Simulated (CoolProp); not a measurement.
Dodecamethylpentasiloxane (MD3M) along the isobar 1.01 bar: Z from the reference equation and from simpler models built on Tc = 628.0 K, pc = 9.540 bar, ω = 0.730; each cubic takes its own stable root.

The numbers come from the reference Helmholtz-energy equation of state, Thol 2019 in CoolProp.

```tsv
T (K)	phase	reference	van der Waals	Redlich-Kwong	Soave-Redlich-Kwong	Peng-Robinson
491.5	liquid	0.01423	0.9408	0.9236	0.01606	0.01420
505.7	gas	0.8952	0.9448	0.9298	0.9113	0.9069
520	gas	0.9080	0.9485	0.9353	0.9204	0.9160
534.3	gas	0.9188	0.9518	0.9403	0.9284	0.9240
548.6	gas	0.9280	0.9548	0.9448	0.9354	0.9311
562.9	gas	0.9358	0.9576	0.9489	0.9417	0.9374
577.2	gas	0.9425	0.9602	0.9525	0.9474	0.9431
591.4	gas	0.9484	0.9625	0.9558	0.9524	0.9481
605.7	gas	0.9535	0.9647	0.9589	0.9569	0.9527
620	gas	0.9580	0.9667	0.9616	0.9610	0.9569
```

At some of these states van der Waals, Redlich-Kwong gives the other phase, because its saturation line lies elsewhere.
